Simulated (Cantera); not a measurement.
A Cantera script and what it prints.

```python
import numpy as np
import cantera as ct

gas_names = [...]  # 115 gases of nasa_gas.yaml made of C, Ca, H, O
cond_names = """
    C(gr) C6H6(L) C7H8(L) C8H18(L),n-octa Ca(a) Ca(b) Ca(L) CaCO3(caL) CaO(s) CaO(L) CaO2H2(s) H2O(s)
    H2O(L)
""".split()


# ... load() reads the species with a 1 bar reference pressure and builds the phases ...
atoms = {
    'Ca(OH)2': {'Ca': 1, 'O': 2, 'H': 2},
    'CO2': {'C': 1, 'O': 2},
    'H2O': {'H': 2, 'O': 1},
}
top_T = {'C(gr)': 4500}  # K; cautious upper limits of use, not melting points


# ... equilibrate(T, P, feed) seeds the gas with the atoms and calls Mixture.equilibrate('TP', solver="vcs", rtol=1e-11, max_steps=5000) ...
results = []
feed = {'Ca(OH)2': 1, 'CO2': 3, 'H2O': 2.8}  # mol
T = 1200  # K
P = 990000  # Pa
mix = equilibrate(T, P, feed)
results.append((T, P, feed, dict(zip(mix.species_names, mix.species_moles))))
print(gas.report(threshold=1e-05))
for i in range(1, mix.n_phases):
    print(f"{mix.phase(i).name:16s} {mix.phase_moles(i):12.5e} mol")
```

It prints:

```
       temperature   1200 K
          pressure   9.9e+05 Pa
           density   2.6769 kg/m^3
  mean mol. weight   26.978 kg/kmol
   phase of matter   gas

                          1 kg             1 kmol
                     ---------------   ---------------
          enthalpy       -9.4956e+06       -2.5618e+08  J
   internal energy       -9.8655e+06       -2.6615e+08  J
           entropy            8903.2         2.402e+05  J/K
    Gibbs function        -2.018e+07       -5.4441e+08  J
 heat capacity c_p            1784.5             48143  J/K
 heat capacity c_v            1476.3             39828  J/K

                      mass frac. Y      mole frac. X     chem. pot. / RT
                     ---------------   ---------------   ---------------
               CO2            0.5625           0.34483           -67.356
               H2O           0.43749           0.65517           -47.833
     [ +113 minor]        3.8339e-06        5.4272e-06

C(gr)             0.00000e+00 mol
Ca(L)             0.00000e+00 mol
CaCO3(caL)        1.00000e+00 mol
CaO(s)            0.00000e+00 mol
```

Equilibrium computed with Cantera from the NASA thermochemical tables; the gas is ideal and each condensed phase is pure.
